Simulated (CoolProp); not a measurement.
A single-stage vapour-compression cycle with the fluid: evaporating at 204.15 K (dew point), condensing at 267.15 K (bubble point), superheat 2 K, subcooling 2 K, compressor efficiency 0.8, no pressure losses. The same conditions are run with several fluids, on thermodynamics alone (safety and materials aside).

The numbers come from the reference Helmholtz-energy equation of state of each fluid (R125: Lemmon 2005; R13: Platzer 1990; C3F8 (R218): Lemmon 2006; propylene: Lemmon 2013; R115: Lemmon 2016; R143a: Lemmon and Jacobsen 2000) in CoolProp. The equations of Platzer and Polt are older, rougher fits.

```csv
fluid,cooling COP,pressure ratio,discharge temperature (K),refrigerating effect (kJ/kg),volumetric capacity (kJ/m³)
R125,1.89,17.3,294.2,[?],243
R13,1.73,8.97,304.6,82.5,1010
C3F8 (R218),[?],19.0,267.2,57.9,115
propylene,2.03,[?],326.1,327,278
R115,1.85,[?],279.9,79.7,155
R143a,1.97,16.1,310.0,160,[?]
```

Complete the blanks.


- R125, refrigerating effect (kJ/kg): 107
- C3F8 (R218), cooling COP: 1.65
- propylene, pressure ratio: 14.3
- R115, pressure ratio: 17.1
- R143a, volumetric capacity (kJ/m³): 255

The compression ends wet for: C3F8 (R218).
